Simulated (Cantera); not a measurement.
Charge: 1 mol Si, 3.8 mol HBr, 5.3 mol H2, at 0.290 bar.

These are equilibrium values from Cantera (NASA tables, ideal gas, pure condensed phases), not measurements of a reactor. Candidate condensed phases: Br2, Si; 19 gas species. The tables' values for SiBr3, SiBr are old estimates; treat these amounts as uncertain. Rates play no part.

x: gas mole fraction; n: condensed amount in mol.

```csv
T (K),x H2,x HBr,x SiBr2,x SiBr4,x SiHBr3,n Si(s)
1200,0.805,0.0920,0.0173,0.0704,0.0101,0.138
1225,0.796,0.102,0.0224,0.0646,0.00950,0.137
1250,0.786,0.112,0.0285,0.0584,0.00883,0.133
1275,0.776,0.122,0.0354,0.0518,0.00810,0.126
1300,0.766,0.131,0.0432,0.0450,0.00731,0.114
1325,0.756,0.140,0.0514,0.0382,0.00648,0.0980
1350,0.747,0.148,?,?,?,?
1375,0.739,0.154,0.0684,0.0257,0.00483,0.0593
1400,0.731,0.160,0.0764,0.0203,0.00406,0.0384
1425,0.725,0.164,0.0837,?,?,?
1450,0.720,0.168,0.0900,0.0119,0.00274,0
1475,0.715,0.173,0.0935,0.00908,0.00221,0
1500,0.710,0.178,0.0964,0.00686,0.00177,0
```

What belongs in the gaps?


- 1425, x SiBr4: 0.0157
- 1425, x SiHBr3: 0.00336
- 1425, n Si(s): 0.0180
- 1350, x SiBr2: 0.0600
- 1350, x SiBr4: 0.0317
- 1350, x SiHBr3: 0.00565
- 1350, n Si(s): 0.0796
